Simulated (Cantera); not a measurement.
Standard-state values (1 bar) from the NASA 1993 polynomials, evaluated with Cantera. Values are per mole of reaction as written; species without (g) are pure solids or liquids, kept so even where they would boil at 1 bar. The tables' values for BOCl are old estimates.

6 BOCl(g) ⇌ 2 B + 2 B2O3(g) + 3 Cl2(g)

| T (K) | ΔH° (kJ) | ΔS° (J/K) | ΔG° (kJ) | log10 K |
|---|---|---|---|---|
| 300 | 225.8 | -176.2 | 278.7 | -48.52 |
| 1748 | 234.9 | -170.9 | 533.6 | -15.94 |
| 1798 | 235.6 | -170.5 | 542.1 | -15.75 |
| 1848 | [?] | [?] | [?] | [?] |
| 1898 | [?] | [?] | [?] | [?] |
| 1948 | [?] | [?] | [?] | [?] |
| 1998 | 238.8 | -168.8 | 576.0 | -15.06 |
| 2048 | 239.6 | -168.4 | 584.5 | -14.91 |
| 2098 | 240.6 | -167.9 | 592.9 | -14.76 |

Problem. Complete the blanks.

Solution. 
- 1848, ΔH° (kJ): 236.3
- 1848, ΔS° (J/K): -170.1
- 1848, ΔG° (kJ): 550.6
- 1848, log10 K: -15.56
- 1898, ΔH° (kJ): 237.1
- 1898, ΔS° (J/K): -169.6
- 1898, ΔG° (kJ): 559.1
- 1898, log10 K: -15.39
- 1948, ΔH° (kJ): 237.9
- 1948, ΔS° (J/K): -169.2
- 1948, ΔG° (kJ): 567.6
- 1948, log10 K: -15.22
